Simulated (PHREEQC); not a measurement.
A made-up water analysis in mg/L, 50 °C, pH 3.88, pe 10.2:

```tsv
constituent	mg/L
Na	221
K	214
Ca	335
Mg	72.8
Cl	490
S(6) as SO4	1210
Zn	2.27
```

Valence states are taken as typed.

Model: ion-association model, wateq4f.dat, run in PHREEQC.

```yaml
ionic_strength: 0.0463 mol/kgw
total_alkalinity: -0.266 meq/kg
charge_balance_error: -1.5 %
```

| species | molality | activity | log γ |
|---|---|---|---|
| Cl- | 0.0139 | 0.0112 | -0.091 |
| Na+ | 0.00943 | 0.00774 | -0.086 |
| SO4-2 | 0.00828 | 0.00378 | -0.341 |
| Ca+2 | 0.00585 | 0.00273 | -0.331 |
| K+ | 0.00528 | 0.00428 | -0.091 |
| CaSO4 | 0.00252 | 0.00255 | 0.005 |
| Mg+2 | 0.00171 | 0.000816 | -0.321 |
| MgSO4 | 0.00129 | 0.00131 | 0.005 |
| KSO4- | 0.000206 | 0.000170 | -0.083 |
| NaSO4- | 0.000205 | 0.000170 | -0.083 |
| H+ | 0.000155 | 0.000132 | -0.070 |
| HSO4- | 0.000107 | 8.77e-5 | -0.087 |
| Zn+2 | 2.21e-5 | 1.05e-5 | -0.322 |
| ZnSO4 | 1.10e-5 | 1.11e-5 | 0.005 |
| CaHSO4+ | 3.52e-6 | 2.88e-6 | -0.087 |
| ZnCl+ | 1.08e-6 | 8.79e-7 | -0.089 |

Precipitation was switched off in this run. At this temperature some constants are extrapolated from 25 °C, and those without enthalpy data are left unchanged.
